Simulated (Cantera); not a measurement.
Cantera run:

```python
import numpy as np
import cantera as ct

gas_names = """
    C CH CH2 CH3 CH2OH CH3O CH4 CH3OH CO CO2 COOH C2 C2H CHCO,ketyl C2H2,acetylene C2H2,vinylidene
    CH2CO,ketene C2H3,vinyl CH3CO,acetyl C2H4 C2H4O,ethylen CH3CHO,ethanal CH3COOH (HCOOH)2 C2H5 C2H6
    CH3OCH3 C2H5OH C2O C3 C3H3,propargyl C3H4,allene C3H4,propyne C3H4,cyclo- C3H5,allyl C3H6,propylene
    C3H6,cyclo- C3H6O C3H7,n-propyl C3H7,i-propyl C3H8 C3H8O,1propanol C3H8O,2propanol C3O2 C4 C4H2
    C4H4,1,3-cyclo- C4H6,butadiene C4H6,2-butyne C4H6,cyclo- C4H8,1-butene C4H8,cis2-buten
    C4H8,tr2-butene C4H8,isobutene C4H8,cyclo- (CH3COOH)2 C4H9,n-butyl C4H9,i-butyl C4H9,s-butyl
    C4H9,t-butyl C4H10,isobutane C4H10,n-butane C5 C5H6,1,3cyclo- C5H8,cyclo- C5H10,1-pentene
    C5H10,cyclo- C5H11,pentyl C5H11,t-pentyl C5H12,n-pentane C5H12,i-pentane CH3C(CH3)2CH3 C6H2
    C6H5,phenyl C6H5O,phenoxy C6H6 C6H5OH,phenol C6H10,cyclo- C6H12,1-hexene C6H12,cyclo- C6H13,n-hexyl
    C7H7,benzyl C7H8 C7H8O,cresol C7H14,1-heptene C7H15,n-heptyl C7H16,n-heptane C8H8,styrene
    C8H10,ethylbenz C8H16,1-octene C8H17,n-octyl C8H18,isooctane C8H18,n-octane C9H19,n-nonyl
    C10H8,naphthale C10H21,n-decyl C12H9,o-bipheny C12H10,bipheny H HCO HO2 H2 HCHO,formaldehy HCOOH H2O
    H2O2 O OH O2 O3 Pb PbO Pb2
""".split()
cond_names = """
    C(gr) C6H6(L) C7H8(L) C8H18(L),n-octa H2O(s) H2O(L) Pb(cr) Pb(L) PbO(rd) PbO(yw) PbO(L) PbO2(s)
    Pb3O4(s)
""".split()


def load(file, names, dense=False):
    # The tables refer to 1 bar. Condensed volumes are neglected.
    table = {s.name: s for s in ct.Species.list_from_file(file)}
    out = []
    for n in names:
        d = dict(table[n].input_data)
        d["thermo"] = dict(d["thermo"], **{"reference-pressure": 1e5})
        if dense:
            d["equation-of-state"] = {"model": "constant-volume", "density": "1e6 g/cm^3"}
        out.append(ct.Species.from_dict(d))
    return out


gas = ct.Solution(thermo="ideal-gas", species=load("nasa_gas.yaml", gas_names))
cond = {s.name: ct.Solution(thermo="fixed-stoichiometry", species=[s], name=s.name)
        for s in load("nasa_condensed.yaml", cond_names, dense=True)}
atoms = {
    'Pb': {'Pb': 1},
    'H2O': {'H': 2, 'O': 1},
    'CO': {'C': 1, 'O': 1},
}
top_T = {'C(gr)': 4500, 'Pb3O4(s)': 820}  # K; cautious upper limits of use, not melting points


def equilibrate(T, P, feed):
    n = {}
    for name, mol in feed.items():
        for a, k in atoms[name].items():
            n[a] = n.get(a, 0.0) + k * mol
    gas.TPX = T, P, n
    mass = sum(n.values()) * gas.mean_molecular_weight
    gas.equilibrate("TP")
    valid = [c for c in cond.values() if c.min_temp <= T <= top_T.get(c.name, c.max_temp)]
    mix = ct.Mixture([(gas, mass / gas.mean_molecular_weight)] + [(c, 0.0) for c in valid])
    mix.T, mix.P = T, P
    mix.equilibrate("TP", solver="vcs", rtol=1e-11, max_steps=5000)
    return mix


results = []
P = 11000  # Pa
for T in [850, 900, 950, 1000, 1050, 1100, 1150, 1200, 1250, 1300]:
    for m in [0.01, 0.019, 0.035, 0.064, 0.12, 0.22, 0.41, 0.76, 1.4]:
        feed = {'Pb': 1, 'H2O': m, 'CO': 4}  # mol
        mix = equilibrate(T, P, feed)
        results.append((T, P, feed, dict(zip(mix.species_names, mix.species_moles))))

for T, P, feed, n in results:
    print(f"{T:7g} {feed['H2O']:10.4g}  " + (" + ".join(c for c in cond_names if n.get(c, 0) > 1e-12) or "gas only"))
```

It prints:

```
    850       0.01  C(gr) + Pb(L)
    850      0.019  C(gr) + Pb(L)
    850      0.035  C(gr) + Pb(L)
    850      0.064  C(gr) + Pb(L)
    850       0.12  C(gr) + Pb(L)
    850       0.22  C(gr) + Pb(L)
    850       0.41  C(gr) + Pb(L)
    850       0.76  C(gr) + Pb(L)
    850        1.4  C(gr) + Pb(L)
    900       0.01  C(gr) + Pb(L)
    900      0.019  C(gr) + Pb(L)
    900      0.035  C(gr) + Pb(L)
    900      0.064  C(gr) + Pb(L)
    900       0.12  C(gr) + Pb(L)
    900       0.22  C(gr) + Pb(L)
    900       0.41  C(gr) + Pb(L)
    900       0.76  C(gr) + Pb(L)
    900        1.4  Pb(L)
    950       0.01  C(gr) + Pb(L)
    950      0.019  C(gr) + Pb(L)
    950      0.035  C(gr) + Pb(L)
    950      0.064  C(gr) + Pb(L)
    950       0.12  C(gr) + Pb(L)
    950       0.22  C(gr) + Pb(L)
    950       0.41  C(gr) + Pb(L)
    950       0.76  Pb(L)
    950        1.4  Pb(L)
   1000       0.01  C(gr) + Pb(L)
   1000      0.019  C(gr) + Pb(L)
   1000      0.035  C(gr) + Pb(L)
   1000      0.064  C(gr) + Pb(L)
   1000       0.12  C(gr) + Pb(L)
   1000       0.22  C(gr) + Pb(L)
   1000       0.41  Pb(L)
   1000       0.76  Pb(L)
   1000        1.4  Pb(L)
   1050       0.01  C(gr) + Pb(L)
   1050      0.019  C(gr) + Pb(L)
   1050      0.035  C(gr) + Pb(L)
   1050      0.064  C(gr) + Pb(L)
   1050       0.12  Pb(L)
   1050       0.22  Pb(L)
   1050       0.41  Pb(L)
   1050       0.76  Pb(L)
   1050        1.4  Pb(L)
   1100       0.01  C(gr) + Pb(L)
   1100      0.019  C(gr) + Pb(L)
   1100      0.035  C(gr) + Pb(L)
   1100      0.064  Pb(L)
   1100       0.12  Pb(L)
   1100       0.22  Pb(L)
   1100       0.41  Pb(L)
   1100       0.76  Pb(L)
   1100        1.4  Pb(L)
   1150       0.01  C(gr) + Pb(L)
   1150      0.019  Pb(L)
   1150      0.035  Pb(L)
   1150      0.064  Pb(L)
   1150       0.12  Pb(L)
   1150       0.22  Pb(L)
   1150       0.41  Pb(L)
   1150       0.76  Pb(L)
   1150        1.4  Pb(L)
   1200       0.01  Pb(L)
   1200      0.019  Pb(L)
   1200      0.035  Pb(L)
   1200      0.064  Pb(L)
   1200       0.12  Pb(L)
   1200       0.22  Pb(L)
   1200       0.41  Pb(L)
   1200       0.76  Pb(L)
   1200        1.4  Pb(L)
   1250       0.01  Pb(L)
   1250      0.019  Pb(L)
   1250      0.035  Pb(L)
   1250      0.064  Pb(L)
   1250       0.12  Pb(L)
   1250       0.22  Pb(L)
   1250       0.41  Pb(L)
   1250       0.76  Pb(L)
   1250        1.4  Pb(L)
   1300       0.01  Pb(L)
   1300      0.019  Pb(L)
   1300      0.035  Pb(L)
   1300      0.064  Pb(L)
   1300       0.12  Pb(L)
   1300       0.22  Pb(L)
   1300       0.41  Pb(L)
   1300       0.76  Pb(L)
   1300        1.4  Pb(L)
```

These are equilibrium values from Cantera (NASA tables, ideal gas, pure condensed phases), not measurements of a reactor.
